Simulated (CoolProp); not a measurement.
Saturated liquid density (kg/m³) of isobutene: the reference equation beside estimates from Tc = 144.9 °C, pc = 40.16 bar, ω = 0.193.

Computed with CoolProp (reference Helmholtz-energy equation of state, Lemmon 2005). It is a short technical equation, of lower accuracy than the large ones.

```
T (°C)  reference  Redlich-Kwong  Soave-Redlich-Kwong  Peng-Robinson
------  ---------  -------------  -------------------  -------------
-47.55      670.7          614.9                624.5          703.6
-28.75      650.6          595.2                606.7          684.5
-9.85       629.7          573.8                586.9          663.2
8.95        608.0          550.4                565.1          639.5
27.75       585.0          524.8                540.7          612.7
46.55       560.2          496.5                513.3          582.2
65.35       533.0          464.9                482.0          546.9
84.15       502.2          429.0                445.6          505.5
102.95      465.6          386.9                402.0          455.1
```

Absolute difference from the reference over all 9 rows, mean and median: Redlich-Kwong 11.2 and 10.3 %, Soave-Redlich-Kwong 8.7 and 7.6 %, Peng-Robinson 3.9 and 4.7 %.
